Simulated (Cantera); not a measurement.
**Equilibrium for chlorosilane synthesis and conversion: SiCl₄ + H₂ + HCl**

A closed system holds: 1 mol SiCl₄, 3.5 mol H₂, 1.9 mol HCl, equilibrated at 1625 K and 28.0 bar.

Cantera equilibrium calculation (NASA polynomials, part measured and part estimated; ideal gas, pure solids and liquids). Candidate condensed phases: Si; 19 gas species. The tables' values for SiCl₃ are old estimates; treat these amounts as uncertain. Equilibrium is a limit: real reactors are often held back by kinetics, nucleation or transport.

```json
{
  "x(H₂)": "0.501",
  "x(HCl)": "0.345",
  "x(SiCl₄)": "0.109",
  "x(SiHCl₃)": "0.0246",
  "x(SiCl₃)": "0.0152",
  "x(SiCl₂)": "0.00498",
  "x(SiH₂Cl₂)": "0.000940",
  "x(SiH₃Cl)": "1.08e-5",
  "x(H)": "9.44e-6",
  "gas_amount": "6.482 mol",
  "log10 activity of Si(s) (absent)": "-2.22"
}
```
